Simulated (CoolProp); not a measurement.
Model: reference Helmholtz-energy equation of state, Akasaka 2019, in CoolProp.

**Question.** For R1234ze(Z), give the phase and the cv (kJ/(kg K)), speed of sound (m/s) at 166.85 °C and 0.167 MPa.

**Answer.** 
- 166.85 °C and 0.167 MPa: gas; cv 0.997, speed of sound 183
